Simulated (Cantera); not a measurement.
Input: 1 mol SiC, 2.3 mol O2, 1.5 mol H2, held at 1525 K and 1 atm.

Method: chemical equilibrium by Gibbs-energy minimisation in Cantera with the NASA 1993 tables (ideal gas, pure condensed phases). Candidate condensed phases: C, C6H6, C7H8, C8H18, H2O, Si, SiC, SiO2; 123 gas species. The tables hold silica as quartz up to 1696 K and as liquid above; real silica turns to tridymite and cristobalite and melts near 1996 K. Gases not in the tables: Si(OH)4. The numbers say what is thermodynamically allowed, not how fast it happens.

Base state: H2O 0.439, CO2 0.201, CO 0.199, H2 0.161 (mole fractions); condensed: SiO2(β-quartz).

Q: What changes in the equilibrium state with this change: SiC replaced by Si3N4?

A: 
| species | before | after |
|---|---|---|
| N2 | 0 | 0.505 |
| H2 | 0.161 | 0.494 |
| H2O | 0.439 | 0.000321 |
| CO2 | 0.201 | 0 |
| CO | 0.199 | 0 |
| NH3 | 0 | 1.44e-5 |
| H | 9.43e-6 | 1.65e-5 |
| SiO2(β-quartz), mol | 1.00 | 2.07 |
| Si2N2O(s), mol | 0 | 0.467 |
Mutual solubility and eutectic melting of coexisting phases are not modelled. Further candidate phases: Si2N2O, Si3N4.
